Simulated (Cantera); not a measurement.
# Premixed flame

A freely propagating, adiabatic, planar premixed flame of CH4 : C2H6 : C3H8 : O2 : N2 = 1 : 0.071 : 1 : 7.88 : 29.6 (molar parts), unburnt at 625 K and 0.217 atm; mixture-averaged transport, grid criteria slope 0.08 and curve 0.16, no radiation.

Detailed kinetics in Cantera: GRI-Mech 3.0 (53 species, 325 reactions). GRI-Mech 3.0 was tuned for natural gas; its chemistry of propane as a main component is partial and can be far from experiment. Burning velocities carry a grid error of a few per cent, more on coarse grids.

```json
[
 {"z (mm)": "-3.32", "T (K)": "625", "u (m/s)": "1.98", "x CH4": "0.0253", "x C2H6": "0.00179", "x C3H8": "0.0253", "x H2O": "1.34e-5", "x NO": "<1e-8", "x CH2": "<1e-8"},
 {"z (mm)": "-2.21", "T (K)": "626", "u (m/s)": "1.99", "x CH4": "0.0252", "x C2H6": "0.00179", "x C3H8": "0.0252", "x H2O": "0.000139", "x NO": "<1e-8", "x CH2": "<1e-8"},
 {"z (mm)": "-1.66", "T (K)": "628", "u (m/s)": "2.00", "x CH4": "0.0251", "x C2H6": "0.00179", "x C3H8": "0.0252", "x H2O": "0.000616", "x NO": "<1e-8", "x CH2": "<1e-8"},
 {"z (mm)": "-1.11", "T (K)": "652", "u (m/s)": "2.09", "x CH4": "0.0246", "x C2H6": "0.00182", "x C3H8": "0.0249", "x H2O": "0.00382", "x NO": "3.42e-8", "x CH2": "<1e-8"},
 {"z (mm)": "-0.553", "T (K)": "905", "u (m/s)": "2.96", "x CH4": "0.0207", "x C2H6": "0.00253", "x C3H8": "0.0193", "x H2O": "0.0293", "x NO": "4.93e-7", "x CH2": "6.85e-7"},
 {"z (mm)": "-0.277", "T (K)": "1271", "u (m/s)": "4.26", "x CH4": "0.0138", "x C2H6": "0.00186", "x C3H8": "0.00708", "x H2O": "0.0628", "x NO": "1.49e-6", "x CH2": "1.91e-5"},
 {"z (mm)": "0", "T (K)": "1650", "u (m/s)": "5.64", "x CH4": "0.00484", "x C2H6": "0.000191", "x C3H8": "0.000309", "x H2O": "0.0981", "x NO": "3.67e-6", "x CH2": "6.80e-5"},
 {"z (mm)": "0.277", "T (K)": "1820", "u (m/s)": "6.25", "x CH4": "0.000696", "x C2H6": "1.92e-6", "x C3H8": "7.95e-7", "x H2O": "0.117", "x NO": "6.78e-6", "x CH2": "2.70e-5"},
 {"z (mm)": "0.553", "T (K)": "1859", "u (m/s)": "6.38", "x CH4": "5.38e-5", "x C2H6": "<1e-8", "x C3H8": "<1e-8", "x H2O": "0.122", "x NO": "9.09e-6", "x CH2": "2.31e-6"},
 {"z (mm)": "1.11", "T (K)": "1886", "u (m/s)": "6.45", "x CH4": "2.46e-7", "x C2H6": "<1e-8", "x C3H8": "<1e-8", "x H2O": "0.122", "x NO": "1.14e-5", "x CH2": "<1e-8"},
 {"z (mm)": "2.21", "T (K)": "1919", "u (m/s)": "6.52", "x CH4": "<1e-8", "x C2H6": "<1e-8", "x C3H8": "<1e-8", "x H2O": "0.120", "x NO": "1.42e-5", "x CH2": "<1e-8"},
 {"z (mm)": "4.43", "T (K)": "1961", "u (m/s)": "6.65", "x CH4": "<1e-8", "x C2H6": "<1e-8", "x C3H8": "<1e-8", "x H2O": "0.122", "x NO": "1.95e-5", "x CH2": "<1e-8"},
 {"z (mm)": "8.85", "T (K)": "2022", "u (m/s)": "6.82", "x CH4": "<1e-8", "x C2H6": "<1e-8", "x C3H8": "<1e-8", "x H2O": "0.125", "x NO": "3.02e-5", "x CH2": "<1e-8"}
]
```
x: mole fraction of selected species; z is measured from the peak of heat release.

| Property | Result |
|---|---|
| laminar burning velocity | 198 cm/s |
| thermal thickness | 1.11 mm |
| peak x(CH2) | 6.81e-5 |
| grid points | 167 |
